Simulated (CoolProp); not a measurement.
Model: reference Helmholtz-energy equation of state, Thol 2018, in CoolProp.

Q: For hydrogen chloride, give the phase and the cp (kJ/(kg K)), speed of sound (m/s), isothermal compressibility (1/MPa) at 551.7 K and 6.79 MPa.

A: 
- 551.7 K and 6.79 MPa: gas; cp 0.893, speed of sound 416, isothermal compressibility 0.154
